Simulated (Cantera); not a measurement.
A closed system holds: 1 mol Fe3O4, 0.63 mol CH4, 1.3 mol CO, equilibrated at 12.8 Torr.

Equilibrium computed with Cantera from the NASA thermochemical tables; the gas is ideal and each condensed phase is pure. Candidate condensed phases: C, C6H6, C7H8, C8H18, Fe, Fe(CO)5, FeO, Fe(OH)2, Fe(OH)3, Fe2O3, Fe3O4, H2O; 114 gas species. Each liquid is taken as pure. Mutual solubility and eutectic melting of coexisting phases are not modelled. The tables' stoichiometric FeO is somewhat more stable than real wüstite, so its field is too wide. FeO: taken at fixed stoichiometry. Equilibrium is a limit: real reactors are often held back by kinetics, nucleation or transport.

Task: Which condensed phases are stable at each of these points (T (K)): 1800, 1850, 1900, 1950, 2000, 2050, 2100?

Result: 
```tsv
T (K)	condensed phases	Fe condensed (%)
1800	Fe(δ) + FeO(l)	99.8
1850	Fe(l) + FeO(l)	99.6
1900	Fe(l) + FeO(l)	99.3
1950	Fe(l) + FeO(l)	98.7
2000	Fe(l) + FeO(l)	97.6
2050	Fe(l) + FeO(l)	95.8
2100	FeO(l)	92.9
```

At 1800 K the condensed part is Fe(δ) + FeO(l). From 1850 K to 2050 K the condensed part is Fe(l) + FeO(l). At 2100 K the condensed part is FeO(l).
